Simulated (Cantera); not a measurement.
Mixture: 5.00 % CH₄, 20.0 % O₂, 75.0 % N₂, at 5.00 bar, adiabatic and at constant volume. Ignition delay is the time to a rise of 400 K.

Detailed kinetics in Cantera: GRI-Mech 3.0 (53 species, 325 reactions).

Task: Predict: delay at 1125 K; delay at 1225 K; delay at 1325 K; delay at 1425 K; delay at 1525 K; delay at 1625 K; apparent activation energy between 1425 and 1625 K.

Result: 
```json
{
 "delay at 1125 K": "19.1 ms",
 "delay at 1225 K": "5.01 ms",
 "delay at 1325 K": "1.51 ms",
 "delay at 1425 K": "0.512 ms",
 "delay at 1525 K": "0.196 ms",
 "delay at 1625 K": "84.3 µs",
 "apparent activation energy between 1425 and 1625 K": "170 kJ/mol"
}
```
